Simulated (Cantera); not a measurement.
A closed system holds: 1 mol MgF₂, 0.086 mol H₂O, 3.1 mol N₂, equilibrated at 10.0 Torr.

These are equilibrium values from Cantera (NASA tables, ideal gas, pure condensed phases), not measurements of a reactor. Candidate condensed phases: H₂O, Mg, MgF₂, MgO, Mg(OH)₂; 50 gas species. Mutual solubility and eutectic melting of coexisting phases are not modelled. Rates play no part.

Question: At 1673 K, list the 4 most abundant gas species with their mole fractions, and the condensed phases.

Answer: N₂ 0.891, MgF₂ 0.0601, HF 0.0492, H₂O 0.000117. Condensed: MgF₂(l) + MgO(s).
